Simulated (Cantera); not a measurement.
A perfectly stirred reactor is fed with NO : N2 = 1 : 0.49 (molar parts), at 0.375 atm; it is held at 2200 K, and followed from long to short residence time.

Cantera simulation using GRI-Mech 3.0 (53 species, 325 reactions); the numbers are that mechanism's predictions, not measurements.

x: mole fraction; the columns are a selection and need not sum to one.

```json
[
 {"τ (s)": "1.8", "x NO": "0.0799", "x O2": "0.294", "x N2": "0.624", "x NO2": "…", "x O": "0.00240", "x N2O": "2.74e-6"},
 {"τ (s)": "0.67", "x NO": "0.150", "x O2": "0.259", "x N2": "0.589", "x NO2": "…", "x O": "0.00227", "x N2O": "8.93e-6"},
 {"τ (s)": "0.24", "x NO": "0.284", "x O2": "0.192", "x N2": "0.522", "x NO2": "…", "x O": "0.00198", "x N2O": "3.22e-5"},
 {"τ (s)": "0.088", "x NO": "0.455", "x O2": "0.107", "x N2": "0.437", "x NO2": "…", "x O": "0.00153", "x N2O": "8.70e-5"},
 {"τ (s)": "0.032", "x NO": "0.583", "x O2": "0.0432", "x N2": "0.372", "x NO2": "…", "x O": "0.00108", "x N2O": "0.000152"},
 {"τ (s)": "0.012", "x NO": "0.639", "x O2": "0.0154", "x N2": "0.345", "x NO2": "…", "x O": "0.000797", "x N2O": "0.000187"},
 {"τ (s)": "0.0042", "x NO": "0.660", "x O2": "0.00481", "x N2": "0.334", "x NO2": "…", "x O": "0.000633", "x N2O": "0.000197"},
 {"τ (s)": "0.0015", "x NO": "0.667", "x O2": "0.00137", "x N2": "0.330", "x NO2": "…", "x O": "0.000508", "x N2O": "0.000183"},
 {"τ (s)": "0.00056", "x NO": "0.670", "x O2": "0.000303", "x N2": "0.329", "x NO2": "…", "x O": "0.000345", "x N2O": "0.000147"},
 {"τ (s)": "0.00020", "x NO": "0.671", "x O2": "3.76e-5", "x N2": "0.329", "x NO2": "…", "x O": "0.000155", "x N2O": "9.11e-5"}
]
```

Q: What belongs in the gaps?

A: 
- 1.8, x NO2: 7.41e-5
- 0.67, x NO2: 0.000131
- 0.24, x NO2: 0.000213
- 0.088, x NO2: 0.000259
- 0.032, x NO2: 0.000224
- 0.012, x NO2: 0.000173
- 0.0042, x NO2: 0.000137
- 0.0015, x NO2: 0.000110
- 0.00056, x NO2: 7.47e-5
- 0.00020, x NO2: 3.17e-5
